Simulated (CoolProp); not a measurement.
Vapour-liquid equilibrium of propylene (1) + 1-butene (2) at 0.169 MPa; x and y are mole fractions of (1).

Model: multi-fluid Helmholtz-energy mixture model, Lemmon 2013 and Lemmon 2005; pair parameters Bell 2016, in CoolProp.

Problem. Give the bubble temperature and the first vapour's composition at x = 0.05, 0.55, 0.75. Is there an azeotrope?

Solution. x = 0.05: 3.4 °C, y = 0.174; x = 0.55: -23.4 °C, y = 0.860; x = 0.75: -29.6 °C, y = 0.941. No azeotrope shows between x = 0.05 and 0.95.

Pair parameters are fitted to limited data, so mixtures are less certain than the pure fluids.
